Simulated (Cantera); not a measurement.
What does this Cantera script print?

```python
import numpy as np
import cantera as ct

gas_names = """
    H HNO HNO2 HNO3 HO2 H2 H2O H2O2 N NH NH2 NH3 NH2OH NO NO2 NO3 N2 N2H2 N2H4 N2O O OH O2 O3 Si SiH
    SiH2 SiH3 SiH4 SiN SiO SiO2 Si2 Si2N Si3
""".split()
cond_names = """
    H2O(s) H2O(L) Si(cr) Si(L) SiO2(Lqz) SiO2(hqz) SiO2(L) Si2N2O(s) Si3N4(a)
""".split()


# ... load() reads the species with a 1 bar reference pressure and builds the phases ...
atoms = {
    'Si2H6': {'Si': 2, 'H': 6},
    'O2': {'O': 2},
    'N2': {'N': 2},
}
top_T = {'Si2N2O(s)': 2100, 'Si3N4(a)': 2400}  # K; cautious upper limits of use, not melting points


# ... equilibrate(T, P, feed) seeds the gas with the atoms and calls Mixture.equilibrate('TP', solver="vcs", rtol=1e-11, max_steps=5000) ...
results = []
feed = {'Si2H6': 1, 'O2': 0.23, 'N2': 68}  # mol
P = 5.3  # Pa
for T in [673, 773, 873, 973, 1073, 1173, 1273, 1373, 1473, 1573, 1673, 1773]:
    mix = equilibrate(T, P, feed)
    results.append((T, P, feed, dict(zip(mix.species_names, mix.species_moles))))

top = {s: max(r[3][s] / sum(r[3][g] for g in gas_names) for r in results) for s in gas_names}
cols = sorted((s for s in top if top[s] > 0.0001), key=lambda s: -top[s])[:5]
seen = [c for c in cond_names if any(r[3].get(c, 0) > 1e-12 for r in results)]
print("log10 of partial pressures in bar; condensed amounts in mol")
print(f"{'T/K':>10s}" + "".join(f"{s[:9]:>10s}" for s in cols + seen))
for T, P, feed, n in results:
    ng = sum(n[g] for g in gas_names)
    print(f"{T:10.4g}" + "".join(f"{np.log10(max(n[s] / ng * P / 1e5, 1e-99)):10.3f}" for s in cols)
          + "".join(f"{n.get(c, 0):10.4g}" for c in seen))
```

Result:

```
log10 of partial pressures in bar; condensed amounts in mol
       T/K        N2        H2        Si         H       SiO    Si(cr) Si2N2O(s)  Si3N4(a)
       673    -4.295    -5.643   -37.794   -17.078   -31.206         0      0.46      0.36
       773    -4.295    -5.643   -30.780   -14.863   -25.259         0      0.46      0.36
       873    -4.295    -5.643   -25.377   -13.151   -20.689         0      0.46      0.36
       973    -4.295    -5.643   -21.089   -11.787   -17.071         0      0.46      0.36
      1073    -4.295    -5.643   -17.605   -10.675   -14.137         0      0.46      0.36
      1173    -4.295    -5.643   -14.720    -9.750   -11.711         0      0.46      0.36
      1273    -4.295    -5.643   -12.293    -8.968    -9.672         0    0.4597    0.3601
      1373    -4.295    -5.643   -10.223    -8.299    -7.936         0    0.4447    0.3651
      1473    -4.298    -5.648    -8.436    -7.722    -6.461         0         0    0.5116
      1573    -4.298    -5.659    -7.260    -7.221    -6.468     1.463         0         0
      1673    -4.301    -5.674    -6.379    -6.780    -6.471    0.9516         0         0
      1773    -4.308    -5.706    -5.961    -6.399    -6.478         0         0         0
```

Method: chemical equilibrium by Gibbs-energy minimisation in Cantera with the NASA 1993 tables (ideal gas, pure condensed phases). The feed counts by its element totals alone. N2 is the only nitrogen source here; it is nearly inert below about 1500 K, so the nitride shown seldom forms there in practice. Mutual solubility and eutectic melting of coexisting phases are not modelled. The tables' values for SiN are old estimates; treat these amounts as uncertain.
